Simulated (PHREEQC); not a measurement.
A solution holds 0.39 mol NiSO4 and 0.013 mol Na2SO4 per kg of water, at 25 °C. Closed to the air; pH follows from the charge balance.

Model: ion-association model, wateq4f.dat, run in PHREEQC.

| quantity | before | after |
|---|---|---|
| pH | 5.91 | 6.31 |
| ionic strength (mol/kgw) | 0.645 | 0.0128 |
| NiSO4 (mol/kgw) | 0.235 | 0.000789 |
| SO4-2 (mol/kgw) | 0.161 | 0.00324 |
| Ni+2 (mol/kgw) | 0.153 | 0.00311 |
| Na+ (mol/kgw) | 0.0225 | 0.000257 |
| SI of Morenosite (NiSO4:7H2O) | -0.52 | -3.03 |

**Question.** What was changed between the two runs?
A) Na2SO4 from 0.013 to 0.026 mol/kgw
B) diluted 100-fold with water
C) temperature from 25 to 55 °C
D) 0.093 mol/kgw HNO3 added

**Answer.** B, diluted 100-fold with water

Precipitation was switched off in this run.
